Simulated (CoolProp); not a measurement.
Carbon dioxide at 346.78 K and 0.352 MPa flows at 0.15 m/s in a round tube of 12.7 mm bore and 45 µm roughness, fully developed (64/Re and Nu = 3.66 if laminar; Colebrook and Gnielinski if turbulent). Each further row changes one setting.

Model: reference Helmholtz-energy equation of state, Span 1996, in CoolProp.

```json
[
 {"case": "as stated", "Reynolds number": "600", "Darcy friction factor": "0.107", "pressure drop (Pa/m)": "0.513", "heat-transfer coefficient (W/(m² K))": "5.93", "mass flow (kg/h)": "0.371"},
 {"case": "velocity 0.3 m/s", "Reynolds number": "1200", "Darcy friction factor": "0.0533", "pressure drop (Pa/m)": "1.03", "heat-transfer coefficient (W/(m² K))": "5.93", "mass flow (kg/h)": "0.743"},
 {"case": "diameter 25.4 mm", "Reynolds number": "1200", "Darcy friction factor": "0.0533", "pressure drop (Pa/m)": "0.128", "heat-transfer coefficient (W/(m² K))": "2.96", "mass flow (kg/h)": "1.49"}
]
```

Viscosity comes from a separate model (Laesecke 2017). Thermal conductivity comes from a separate model (Huber 2016).
